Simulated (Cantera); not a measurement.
Cantera with NASA thermochemical tables; ideal gases at 1 bar, condensed phases pure. Values are per mole of reaction as written; species without (g) are pure solids or liquids, kept so even where they would boil at 1 bar.

Question: Between 300 and 1275 K, where is each reaction favourable under standard conditions?
- 2 H2O(g) + B + 3 F(g) = HBO2(g) + 3 HF(g)

Answer: 
- 2 H2O(g) + B + 3 F(g) = HBO2(g) + 3 HF(g): ΔG° is -1103 kJ at 300 K and -993 kJ at 1275 K; it stays negative (K > 1). ΔH° is -1148 kJ and ΔS° -121 J/K at 1275 K.
